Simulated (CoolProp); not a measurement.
Model: reference Helmholtz-energy equation of state, Eisenbach 2021, in CoolProp.

Question: For propylene glycol, give the phase and the density (kg/m³), cp (kJ/(kg K)), cv (kJ/(kg K)), speed of sound (m/s) at 289.5 K and 101 kPa; 349 K and 101 kPa; 448.2 K and 101 kPa.

Answer: 
- 289.5 K and 101 kPa: liquid; density 1040, cp 2.44, cv 2.13, speed of sound 1530
- 349 K and 101 kPa: liquid; density 993, cp 2.78, cv 2.41, speed of sound 1360
- 448.2 K and 101 kPa: liquid; density 905, cp 3.31, cv 2.80, speed of sound 1070
